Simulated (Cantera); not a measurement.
Charge: 1 mol SiH2Cl2, 2.6 mol N2O, held at 0.0133 bar.

Equilibrium computed with Cantera from the NASA thermochemical tables; the gas is ideal and each condensed phase is pure. Candidate condensed phases: H2O, NH4Cl, Si, SiO2, Si2N2O, Si3N4; 47 gas species. The tables hold silica as quartz up to 1696 K and as liquid above; real silica turns to tridymite and cristobalite and melts near 1996 K. Kinetics and transport are ignored.

x: gas mole fraction; n: condensed amount in mol.

```json
[
 {"T (K)": "1325", "x N2": "0.532", "x HCl": "0.372", "x Cl": "0.0143", "x O2": "0.0519", "x H2O": "0.0186", "x Cl2": "0.0115", "n SiO2(β-quartz)": "1.00", "n SiO2(condensed)": "0"},
 {"T (K)": "1425", "x N2": "0.529", "x HCl": "0.368", "x Cl": "…", "x O2": "0.0510", "x H2O": "0.0197", "x Cl2": "…", "n SiO2(β-quartz)": "1.00", "n SiO2(condensed)": "0"},
 {"T (K)": "1525", "x N2": "0.526", "x HCl": "0.359", "x Cl": "…", "x O2": "0.0489", "x H2O": "…", "x Cl2": "…", "n SiO2(β-quartz)": "1.00", "n SiO2(condensed)": "0"},
 {"T (K)": "1625", "x N2": "0.524", "x HCl": "0.346", "x Cl": "0.0523", "x O2": "0.0458", "x H2O": "0.0283", "x Cl2": "0.00226", "n SiO2(β-quartz)": "1.00", "n SiO2(condensed)": "0"},
 {"T (K)": "1725", "x N2": "0.521", "x HCl": "0.332", "x Cl": "0.0671", "x O2": "0.0421", "x H2O": "0.0345", "x Cl2": "0.00126", "n SiO2(β-quartz)": "0", "n SiO2(condensed)": "1.000"},
 {"T (K)": "1825", "x N2": "0.519", "x HCl": "0.316", "x Cl": "0.0824", "x O2": "0.0379", "x H2O": "0.0413", "x Cl2": "0.000718", "n SiO2(β-quartz)": "0", "n SiO2(condensed)": "1.000"},
 {"T (K)": "1925", "x N2": "0.516", "x HCl": "0.299", "x Cl": "0.0977", "x O2": "0.0335", "x H2O": "0.0480", "x Cl2": "0.000424", "n SiO2(β-quartz)": "0", "n SiO2(condensed)": "1.000"}
]
```

**Question.** Complete the blanks.

**Answer.** 
- 1525, x Cl: 0.0382
- 1525, x H2O: 0.0231
- 1525, x Cl2: 0.00409
- 1425, x Cl: 0.0252
- 1425, x Cl2: 0.00716
